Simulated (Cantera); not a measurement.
Input: 1 mol SiH₂Cl₂, 0.02 mol C₂H₂, 220 mol H₂, at 133 Pa.

Method: chemical equilibrium by Gibbs-energy minimisation in Cantera with the NASA 1993 tables (ideal gas, pure condensed phases). Candidate condensed phases: C, C₆H₆, C₇H₈, C₈H₁₈, Si, SiC; 109 gas species. Mutual solubility and eutectic melting of coexisting phases are not modelled. The tables' values for SiCl are old estimates; treat these amounts as uncertain. Gases not in the tables: Si₂H₆ and higher silanes. The numbers say what is thermodynamically allowed, not how fast it happens.

x: gas mole fraction; n: condensed amount in mol.

```tsv
T (K)	x H₂	x H	x HCl	x Si	x Cl	n Si(s)	n SiC(s)	n Si(l)
1350	0.991	6.50e-5	0.00859	1.50e-7	4.69e-7	0.913	0.0400	0
1450	0.991	0.000258	0.00855	2.31e-6	1.81e-6	0.908	0.0400	0
1550	0.990	0.000858	0.00851	2.49e-5	5.89e-6	0.898	0.0400	0
1650	0.989	0.00247	0.00845	0.000201	1.66e-5	0.850	0.0398	0
1750	0.984	___	0.00841	___	___	0	0.0379	___
1850	0.973	0.0146	0.00841	0.00377	9.56e-5	0	0.0281	0
1950	0.956	___	0.00849	0.00397	___	0	___	0
2050	0.927	0.0598	0.00825	0.00412	0.000394	0	0	0
2150	0.879	0.108	0.00776	0.00411	0.000699	0	0	0
2250	0.805	0.183	0.00699	0.00399	0.00115	0	0	0
```

Q: Some entries are withheld; supply them.

A: 
- 1750, x H: 0.00632
- 1750, x Si: 0.00113
- 1750, x Cl: 4.17e-5
- 1750, n Si(l): 0.624
- 1950, x H: 0.0307
- 1950, x Cl: 0.000204
- 1950, n SiC(s): 0.00781
